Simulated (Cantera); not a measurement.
Cantera run, input and output.

```python
import numpy as np
import cantera as ct

gas = ct.Solution("gri30.yaml")
gas.TPX = 1725, 1000000, {'CH4': 1, 'C2H6': 0.27, 'C3H8': 1.2, 'O2': 6.39, 'N2': 58.1}
reactor = ct.IdealGasConstPressureReactor(gas, energy="on", clone=False)
net = ct.ReactorNet([reactor])
net.rtol, net.atol = 1e-08, 1e-16
show = ['CH4', 'C2H6', 'C3H8', 'HCO', 'O', 'NO', 'OH']
times = np.geomspace(3e-06, 8, 11)

steps = ct.SolutionArray(gas, extra=["t"])
rows = []
print(f"{'t/s':>10s}{'T/K':>9s}{'P/Pa':>11s}" + "".join(f"{s:>11s}" for s in show))
for t in times:
    while net.time < t:
        t_next = net.step()
        steps.append(gas.state, t=t_next)
    rows.append([np.interp(t, steps.t, y) for y in (steps.T, steps.P, *steps(*show).X.T)])
    print(f"{t:10.3e}{rows[-1][0]:9.1f}{rows[-1][1]:11.4g}" + "".join(f"{x:11.3e}" for x in rows[-1][2:]))
rate = np.gradient(steps.T, steps.t)
print("integrator steps:", len(steps.t))
if steps.T.max() > steps.T[0] + 200:
    print(f"time of steepest temperature rise: {steps.t[rate.argmax()]:.4e} s")
gas.TPX = 1725, 1000000, {'CH4': 1, 'C2H6': 0.27, 'C3H8': 1.2, 'O2': 6.39, 'N2': 58.1}
gas.equilibrate("HP")
print(f"equilibrium (HP): T = {gas.T:.1f} K  " + "  ".join(f"{s} {gas[s].X[0]:.3e}" for s in show))
```

Result:

```
       t/s      T/K       P/Pa        CH4       C2H6       C3H8        HCO          O         NO         OH
 3.000e-06   1721.5      1e+06  1.454e-02  4.011e-03  6.889e-03  1.216e-05  2.318e-05  3.142e-09  9.954e-05
 1.317e-05   2436.6      1e+06  6.451e-13  3.605e-24 -7.837e-35  5.587e-07  1.314e-03  1.111e-04  5.262e-03
 5.785e-05   2543.5      1e+06  1.304e-12  4.598e-24  2.441e-35  1.411e-07  1.004e-04  1.639e-04  1.641e-03
 2.540e-04   2552.9      1e+06  2.208e-12  7.335e-24  5.814e-35  9.861e-08  4.783e-05  1.998e-04  1.145e-03
 1.116e-03   2552.0      1e+06  2.248e-12  7.564e-24  6.066e-35  9.854e-08  4.727e-05  3.053e-04  1.137e-03
 4.899e-03   2550.9      1e+06  2.297e-12  7.860e-24  6.393e-35  9.854e-08  4.668e-05  4.354e-04  1.129e-03
 2.151e-02   2550.9      1e+06  2.300e-12  7.879e-24  6.414e-35  9.854e-08  4.665e-05  4.434e-04  1.128e-03
 9.447e-02   2550.9      1e+06  2.300e-12  7.879e-24  6.414e-35  9.854e-08  4.665e-05  4.434e-04  1.128e-03
 4.149e-01   2550.9      1e+06  2.300e-12  7.879e-24  6.414e-35  9.854e-08  4.665e-05  4.434e-04  1.128e-03
 1.822e+00   2550.9      1e+06  2.300e-12  7.879e-24  6.414e-35  9.854e-08  4.665e-05  4.434e-04  1.128e-03
 8.000e+00   2550.9      1e+06  2.300e-12  7.879e-24  6.414e-35  9.854e-08  4.665e-05  4.434e-04  1.128e-03
integrator steps: 1692
time of steepest temperature rise: 7.7836e-06 s
equilibrium (HP): T = 2550.9 K  CH4 2.598e-12  C2H6 9.671e-24  C3H8 8.064e-35  HCO 9.854e-08  O 4.665e-05  NO 4.434e-04  OH 1.128e-03
```

Detailed kinetics in Cantera: GRI-Mech 3.0 (53 species, 325 reactions). GRI-Mech 3.0 was tuned for natural gas; its chemistry of propane as a main component is partial and can be far from experiment.
